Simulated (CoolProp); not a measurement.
A Linde-Hampson liquefier for methane: isothermal reversible compression at 280 K from 1 atm to 15 MPa, throttling to 1 atm, return gas leaving the recuperator 0 K below the feed. Each further row changes one setting.

Model: reference Helmholtz-energy equation of state, Setzmann 1991, in CoolProp.

| case | liquid yield per pass | compression work (kJ/kg of gas) |
|---|---|---|
| as stated | (withheld) | 682 |
| high pressure 30 MPa | (withheld) | (withheld) |
| warm-end temperature 310 K | 0.142 | 772 |
| warm-end gap 5 K | (withheld) | 682 |

**Question.** Some entries are withheld; supply them.

**Answer.** 
- as stated, liquid yield per pass: 0.196
- high pressure 30 MPa, liquid yield per pass: 0.277
- high pressure 30 MPa, compression work (kJ/kg of gas): 763
- warm-end gap 5 K, liquid yield per pass: 0.186
